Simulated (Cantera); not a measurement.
Input (Python, Cantera) and output of one run.

```python
import numpy as np
import cantera as ct

gas_names = """
    F F2 N NF NF2 NF3 N2 Si SiF SiF2 SiF3 SiF4 SiN Si2 Si2N Si3
""".split()
cond_names = """
    Si(cr) Si(L) Si3N4(a)
""".split()


def load(file, names, dense=False):
    # The tables refer to 1 bar. Condensed volumes are neglected.
    table = {s.name: s for s in ct.Species.list_from_file(file)}
    out = []
    for n in names:
        d = dict(table[n].input_data)
        d["thermo"] = dict(d["thermo"], **{"reference-pressure": 1e5})
        if dense:
            d["equation-of-state"] = {"model": "constant-volume", "density": "1e6 g/cm^3"}
        out.append(ct.Species.from_dict(d))
    return out


gas = ct.Solution(thermo="ideal-gas", species=load("nasa_gas.yaml", gas_names))
cond = {s.name: ct.Solution(thermo="fixed-stoichiometry", species=[s], name=s.name)
        for s in load("nasa_condensed.yaml", cond_names, dense=True)}
atoms = {
    'Si': {'Si': 1},
    'NF3': {'N': 1, 'F': 3},
}
top_T = {'Si3N4(a)': 2400}  # K; cautious upper limits of use, not melting points


def equilibrate(T, P, feed):
    n = {}
    for name, mol in feed.items():
        for a, k in atoms[name].items():
            n[a] = n.get(a, 0.0) + k * mol
    gas.TPX = T, P, n
    mass = sum(n.values()) * gas.mean_molecular_weight
    gas.equilibrate("TP")
    valid = [c for c in cond.values() if c.min_temp <= T <= top_T.get(c.name, c.max_temp)]
    mix = ct.Mixture([(gas, mass / gas.mean_molecular_weight)] + [(c, 0.0) for c in valid])
    mix.T, mix.P = T, P
    mix.equilibrate("TP", solver="vcs", rtol=1e-11, max_steps=5000)
    return mix


results = []
P = 710  # Pa
for T in [823, 923, 1023, 1123, 1223, 1323, 1423, 1523, 1623, 1723]:
    for m in [0.55, 0.68, 0.83, 1, 1.2, 1.5, 1.8, 2.2, 2.7, 3.3, 4.1, 5, 6.1]:
        feed = {'Si': 1, 'NF3': m}  # mol
        mix = equilibrate(T, P, feed)
        results.append((T, P, feed, dict(zip(mix.species_names, mix.species_moles))))

for T, P, feed, n in results:
    print(f"{T:7g} {feed['NF3']:10.4g}  " + (" + ".join(c for c in cond_names if n.get(c, 0) > 1e-12) or "gas only"))
```

Output:

```
    823       0.55  Si(cr) + Si3N4(a)
    823       0.68  Si3N4(a)
    823       0.83  Si3N4(a)
    823          1  Si3N4(a)
    823        1.2  Si3N4(a)
    823        1.5  gas only
    823        1.8  gas only
    823        2.2  gas only
    823        2.7  gas only
    823        3.3  gas only
    823        4.1  gas only
    823          5  gas only
    823        6.1  gas only
    923       0.55  Si(cr) + Si3N4(a)
    923       0.68  Si3N4(a)
    923       0.83  Si3N4(a)
    923          1  Si3N4(a)
    923        1.2  Si3N4(a)
    923        1.5  gas only
    923        1.8  gas only
    923        2.2  gas only
    923        2.7  gas only
    923        3.3  gas only
    923        4.1  gas only
    923          5  gas only
    923        6.1  gas only
   1023       0.55  Si(cr) + Si3N4(a)
   1023       0.68  Si3N4(a)
   1023       0.83  Si3N4(a)
   1023          1  Si3N4(a)
   1023        1.2  Si3N4(a)
   1023        1.5  gas only
   1023        1.8  gas only
   1023        2.2  gas only
   1023        2.7  gas only
   1023        3.3  gas only
   1023        4.1  gas only
   1023          5  gas only
   1023        6.1  gas only
   1123       0.55  Si(cr) + Si3N4(a)
   1123       0.68  Si3N4(a)
   1123       0.83  Si3N4(a)
   1123          1  Si3N4(a)
   1123        1.2  Si3N4(a)
   1123        1.5  gas only
   1123        1.8  gas only
   1123        2.2  gas only
   1123        2.7  gas only
   1123        3.3  gas only
   1123        4.1  gas only
   1123          5  gas only
   1123        6.1  gas only
   1223       0.55  Si(cr) + Si3N4(a)
   1223       0.68  Si3N4(a)
   1223       0.83  Si3N4(a)
   1223          1  Si3N4(a)
   1223        1.2  Si3N4(a)
   1223        1.5  gas only
   1223        1.8  gas only
   1223        2.2  gas only
   1223        2.7  gas only
   1223        3.3  gas only
   1223        4.1  gas only
   1223          5  gas only
   1223        6.1  gas only
   1323       0.55  Si(cr) + Si3N4(a)
   1323       0.68  Si3N4(a)
   1323       0.83  Si3N4(a)
   1323          1  Si3N4(a)
   1323        1.2  Si3N4(a)
   1323        1.5  gas only
   1323        1.8  gas only
   1323        2.2  gas only
   1323        2.7  gas only
   1323        3.3  gas only
   1323        4.1  gas only
   1323          5  gas only
   1323        6.1  gas only
   1423       0.55  Si(cr) + Si3N4(a)
   1423       0.68  Si3N4(a)
   1423       0.83  Si3N4(a)
   1423          1  Si3N4(a)
   1423        1.2  Si3N4(a)
   1423        1.5  gas only
   1423        1.8  gas only
   1423        2.2  gas only
   1423        2.7  gas only
   1423        3.3  gas only
   1423        4.1  gas only
   1423          5  gas only
   1423        6.1  gas only
   1523       0.55  Si(cr) + Si3N4(a)
   1523       0.68  Si3N4(a)
   1523       0.83  Si3N4(a)
   1523          1  Si3N4(a)
   1523        1.2  Si3N4(a)
   1523        1.5  gas only
   1523        1.8  gas only
   1523        2.2  gas only
   1523        2.7  gas only
   1523        3.3  gas only
   1523        4.1  gas only
   1523          5  gas only
   1523        6.1  gas only
   1623       0.55  Si(cr) + Si3N4(a)
   1623       0.68  Si3N4(a)
   1623       0.83  Si3N4(a)
   1623          1  Si3N4(a)
   1623        1.2  gas only
   1623        1.5  gas only
   1623        1.8  gas only
   1623        2.2  gas only
   1623        2.7  gas only
   1623        3.3  gas only
   1623        4.1  gas only
   1623          5  gas only
   1623        6.1  gas only
   1723       0.55  Si(L)
   1723       0.68  Si(L)
   1723       0.83  Si(L)
   1723          1  gas only
   1723        1.2  gas only
   1723        1.5  gas only
   1723        1.8  gas only
   1723        2.2  gas only
   1723        2.7  gas only
   1723        3.3  gas only
   1723        4.1  gas only
   1723          5  gas only
   1723        6.1  gas only
```

Equilibrium computed with Cantera from the NASA thermochemical tables; the gas is ideal and each condensed phase is pure. Mutual solubility and eutectic melting of coexisting phases are not modelled. The tables' values for SiF2, SiF3 are old estimates.
